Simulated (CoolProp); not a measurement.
Vapour-liquid equilibrium of sulfur hexafluoride (1) + CH2F2 (R32) (2) at 267.9 K; x and y are mole fractions of (1).

Model: multi-fluid Helmholtz-energy mixture model, Guder 2009 and Tillner-Roth 1997; pair parameters Bell 2016, in CoolProp.

```json
[
 {"x": "0.05", "bubble pressure, mixture model (kPa)": "(withheld)", "bubble pressure, Raoult's law (kPa)": "704.6", "y, mixture model": "0.265", "y, Raoult's law": "0.077"},
 {"x": "0.15", "bubble pressure, mixture model (kPa)": "1217", "bubble pressure, Raoult's law (kPa)": "744.1", "y, mixture model": "0.450", "y, Raoult's law": "0.218"},
 {"x": "0.25", "bubble pressure, mixture model (kPa)": "1340", "bubble pressure, Raoult's law (kPa)": "783.6", "y, mixture model": "0.516", "y, Raoult's law": "0.344"},
 {"x": "0.35", "bubble pressure, mixture model (kPa)": "1394", "bubble pressure, Raoult's law (kPa)": "823.0", "y, mixture model": "0.548", "y, Raoult's law": "0.459"},
 {"x": "0.45", "bubble pressure, mixture model (kPa)": "1421", "bubble pressure, Raoult's law (kPa)": "862.5", "y, mixture model": "(withheld)", "y, Raoult's law": "0.563"},
 {"x": "0.55", "bubble pressure, mixture model (kPa)": "1435", "bubble pressure, Raoult's law (kPa)": "902.0", "y, mixture model": "(withheld)", "y, Raoult's law": "0.658"},
 {"x": "0.65", "bubble pressure, mixture model (kPa)": "(withheld)", "bubble pressure, Raoult's law (kPa)": "941.5", "y, mixture model": "0.625", "y, Raoult's law": "0.745"},
 {"x": "0.75", "bubble pressure, mixture model (kPa)": "1416", "bubble pressure, Raoult's law (kPa)": "981.0", "y, mixture model": "0.670", "y, Raoult's law": "0.825"},
 {"x": "0.85", "bubble pressure, mixture model (kPa)": "(withheld)", "bubble pressure, Raoult's law (kPa)": "1020", "y, mixture model": "0.743", "y, Raoult's law": "0.899"},
 {"x": "0.95", "bubble pressure, mixture model (kPa)": "(withheld)", "bubble pressure, Raoult's law (kPa)": "1060", "y, mixture model": "0.880", "y, Raoult's law": "0.968"}
]
```

**Question.** What belongs in the gaps?

**Answer.** 
- 0.05, bubble pressure, mixture model (kPa): 933.5
- 0.45, y, mixture model: 0.571
- 0.55, y, mixture model: 0.594
- 0.65, bubble pressure, mixture model (kPa): 1437
- 0.85, bubble pressure, mixture model (kPa): 1350
- 0.95, bubble pressure, mixture model (kPa): 1203

The largest gap from Raoult's law is +71.0 % in bubble pressure, at x = 0.25. y crosses x between x = 0.55 and 0.65: the model has an azeotrope there.

Pair parameters are fitted to limited data, so mixtures are less certain than the pure fluids. With so large a gap from Raoult's law the liquid may split in two, which this calculation doesn't test in full.
